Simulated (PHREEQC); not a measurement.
Solution (84 °C): 0.02 mol/kgw HNO3 and 4.9e-05 mol/kgw CuSO4. Closed to the air; pH follows from the charge balance.

Equilibrium calculation in PHREEQC: ion-association model, phreeqc.dat.

Each row changes one thing in this solution. No solid was allowed to form.

| case | pH | HSO4- (mol/kgw) | SO4-2 (mol/kgw) | CuSO4 (mol/kgw) | CuOH+ (mol/kgw) |
|---|---|---|---|---|---|
| as made | 1.76 | 4.08e-5 | 8.19e-6 | 3.47e-8 | 1.83e-11 |
| CuSO4 from 4.9e-05 to 0.00049 mol/kgw | 1.77 | 0.000403 | 8.34e-5 | 3.43e-6 | 1.84e-10 |
| diluted 5-fold with water | 2.43 | 5.58e-6 | 4.21e-6 | 6.47e-9 | 2.11e-11 |
| HNO3 from 0.02 to 0.022 mol/kgw | 1.72 | 4.13e-5 | 7.70e-6 | 3.12e-8 | 1.64e-11 |

Constants without temperature data keep their 25 °C values here.
